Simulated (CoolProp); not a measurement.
Vapour-liquid equilibrium of propane (1) + R134a (2) at -20.05 °C; x and y are mole fractions of (1).

Values from CoolProp's multi-fluid Helmholtz-energy mixture model, Lemmon 2009 and Tillner-Roth 1994; pair parameters Bell 2016.

Give the bubble pressure and the first vapour's composition at x = 0.2, 0.5, 0.8. Is there an azeotrope?

x = 0.2: 271.2 kPa, y = 0.561; x = 0.5: 300.6 kPa, y = 0.638; x = 0.8: 298.6 kPa, y = 0.713. y crosses x between x = 0.65 and 0.8: the model has an azeotrope there.

Pair parameters are fitted to limited data, so mixtures are less certain than the pure fluids. With so large a gap from Raoult's law the liquid may split in two, which this calculation doesn't test in full.
